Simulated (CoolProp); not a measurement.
Computed with CoolProp (reference Helmholtz-energy equation of state, Lemmon 2006). It is a short technical equation, of lower accuracy than the large ones.

Give the vapour pressure (MPa), liquid density (kg/m³), liquid cp (kJ/(kg K)), liquid viscosity (µPa s) of saturated C2F6 (R116) at -21.75 °C.


```
T (°C)  p (MPa)  liquid density (kg/m³)  liquid cp (kJ/(kg K))  liquid viscosity (µPa s)
------  -------  ----------------------  ---------------------  ------------------------
-21.75    0.992                    1310                   1.17                       162
```

Viscosity comes from a separate model (Huber 2003), an estimate that may be off by 10 % or more.
